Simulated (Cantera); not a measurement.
# Carbothermic reduction: Ta2O5 + CH4 + H2

Input: 1 mol Ta2O5, 3.4 mol CH4, 2.8 mol H2, held at 750 Torr.

Equilibrium computed with Cantera from the NASA thermochemical tables; the gas is ideal and each condensed phase is pure. Candidate condensed phases: C, C6H6, C7H8, C8H18, H2O, Ta, TaC, Ta2O5; 113 gas species. Mutual solubility and eutectic melting of coexisting phases are not modelled. TaC: taken at fixed stoichiometry. Condensed phases not in the tables: Ta2C, N, O or C dissolved in the metal. The numbers say what is thermodynamically allowed, not how fast it happens.

| T (K) | x H2 | x CO | x CH4 | x H | x H2O | x TaO2 | x CO2 | n C(graphite) | n TaC(s) | n Ta2O5(s) | n Ta2O5(l) | n Ta(s) |
|---|---|---|---|---|---|---|---|---|---|---|---|---|
| 1023 | 0.934 | 0.000817 | 0.0654 | 4.00e-9 | 0.000209 | <1e-12 | 2.39e-7 | 2.80 | 0.00370 | 0.998 | 0 | 0 |
| 1223 | 0.913 | 0.0742 | 0.0111 | 2.87e-7 | 0.00136 | <1e-12 | 7.57e-5 | 2.22 | 0.310 | 0.845 | 0 | 0 |
| 1423 | 0.796 | 0.201 | 0.000499 | 5.93e-6 | 0.00239 | <1e-12 | 0.000266 | 0 | 0.979 | 0.511 | 0 | 0 |
| 1623 | 0.796 | 0.201 | 3.54e-5 | 6.17e-5 | 0.00321 | 7.26e-11 | 0.000261 | 0 | 0.983 | 0.508 | 0 | 0 |
| 1823 | 0.795 | 0.201 | 4.57e-6 | 0.000386 | 0.00400 | 1.39e-8 | 0.000258 | 0 | 0.986 | 0.507 | 0 | 0 |
| 2023 | 0.793 | 0.200 | 9.02e-7 | 0.00169 | 0.00474 | 9.08e-7 | 0.000256 | 0 | 0.989 | 0.506 | 0 | 0 |
| 2223 | 0.789 | 0.200 | 2.60e-7 | 0.00569 | 0.00500 | 2.15e-5 | 0.000236 | 0 | 0.989 | 0 | 0.505 | 0 |
| 2423 | 0.769 | 0.210 | 9.51e-8 | 0.0155 | 0.00507 | 0.000275 | 0.000232 | 0 | 0.820 | 0 | 0.469 | 0.238 |
x: gas mole fraction; n: condensed amount in mol.

From 1023 K to 1223 K the condensed part is C(graphite) + TaC(s) + Ta2O5(s). From 1423 K to 2023 K the condensed part is TaC(s) + Ta2O5(s). At 2223 K the condensed part is TaC(s) + Ta2O5(l). At 2423 K the condensed part is Ta(s) + TaC(s) + Ta2O5(l).
